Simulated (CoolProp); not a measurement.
100 sccm (0 °C, 1 atm) of nitrogen bubbles through liquid octamethyltrisiloxane (MDM) at 342.2 K and leaves saturated at a total pressure of 0.0151 MPa (ideal gas phase). Each further row changes one setting.

Computed with CoolProp (reference Helmholtz-energy equation of state, Thol 2017).

| case | vapour pressure (kPa) | mole fraction of vapour | delivery (mg/min) | delivery (sccm) | change of delivery for a bath 1 K warmer (%) |
|---|---|---|---|---|---|
| as stated | 5.61 | 0.371 | ? | 59.1 | 7.7 |
| bath temperature 347.2 K | 7.02 | 0.465 | ? | ? | ? |
| total pressure 0.0302 MPa | 5.61 | ? | ? | 22.8 | ? |

### Question
Complete the blanks.

### Answer

- as stated, delivery (mg/min): 623
- bath temperature 347.2 K, delivery (mg/min): 917
- bath temperature 347.2 K, delivery (sccm): 86.9
- bath temperature 347.2 K, change of delivery for a bath 1 K warmer (%): 8.8
- total pressure 0.0302 MPa, mole fraction of vapour: 0.186
- total pressure 0.0302 MPa, delivery (mg/min): 241
- total pressure 0.0302 MPa, change of delivery for a bath 1 K warmer (%): 5.8
